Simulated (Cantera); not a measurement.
An adiabatic, constant-volume homogeneous reactor starts with 3.81 % C2H4, 16.6 % O2, 62.1 % N2, 17.5 % CO2, at 1225 K and 0.345 atm.

Model: GRI-Mech 3.0 (53 species, 325 reactions), integrated in Cantera. GRI-Mech 3.0 was tuned for natural gas; its chemistry of ethylene as a main component is partial and can be far from experiment.

One state of this run: T (K) = 2406; P (bar) = 0.699; x C2H4 = <1e-12; x O2 = 0.0563; x CO2 = 0.222; x HCN = 1.93e-11; x HCO = 2.03e-9. x: mole fraction; the columns are a selection and need not sum to one.

### Question
Which value of t (s) does it belong to?
(A) 0.000278
(B) 3.86e-5
(C) 2.00e-6
(D) 2.00

### Answer
D, 2.00
